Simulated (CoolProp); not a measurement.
Properties of fluorine along the isobar 6620 kPa (Tc = -128.7 °C, pc = 5240 kPa, ω = 0.045).

The numbers come from the reference Helmholtz-energy equation of state, de Reuck 1990 in CoolProp.

| T (°C) | phase | cv (kJ/(kg K)) | speed of sound (m/s) |
|---|---|---|---|
| -156.85 | liquid | 0.7424 | 597.9 |
| -140.15 | liquid | 0.7171 | 435.4 |
| -123.45 | supercritical | 0.8962 | 178.0 |
| -106.75 | supercritical | 0.6743 | 199.6 |
| -90.05 | supercritical | 0.6366 | 220.6 |
| -73.35 | supercritical | 0.6193 | 236.9 |
| -56.65 | supercritical | 0.6097 | 250.7 |
| -39.95 | supercritical | 0.6048 | 262.9 |
| -23.25 | supercritical | 0.6033 | 274.0 |
| -6.55 | supercritical | 0.6043 | 284.3 |
| 10.15 | supercritical | 0.6071 | 293.9 |
| 26.85 | supercritical | 0.6112 | 303.0 |
